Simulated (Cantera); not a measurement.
What does this Cantera script print?

```python
import numpy as np
import cantera as ct

gas = ct.Solution("gri30.yaml")


def delay(T, t_max=10):
    gas.TPX = T, 130000, {'CH4': 1, 'O2': 2.11, 'N2': 7.92}
    reactor = ct.IdealGasReactor(gas, clone=False)
    net = ct.ReactorNet([reactor])
    net.rtol, net.atol = 1e-8, 1e-16
    while net.time < t_max:
        t_old, T_old = net.time, reactor.T
        net.step()
        if reactor.T > T + 400:  # ignition: a rise of 400 K
            return t_old + (T + 400 - T_old) / (reactor.T - T_old) * (net.time - t_old)
    return np.nan


taus = []
for T in [1250, 1350, 1450, 1550, 1650, 1750, 1850, 1950]:
    taus.append(delay(T))
    print(f"T0 = {T:6g} K   tau = {taus[-1]:.4e} s")
```

Output:

```
T0 =   1250 K   tau = 1.6964e-02 s
T0 =   1350 K   tau = 4.7097e-03 s
T0 =   1450 K   tau = 1.4962e-03 s
T0 =   1550 K   tau = 5.4965e-04 s
T0 =   1650 K   tau = 2.3414e-04 s
T0 =   1750 K   tau = 1.1341e-04 s
T0 =   1850 K   tau = 6.0789e-05 s
T0 =   1950 K   tau = 3.5257e-05 s
```

Detailed kinetics in Cantera: GRI-Mech 3.0 (53 species, 325 reactions).
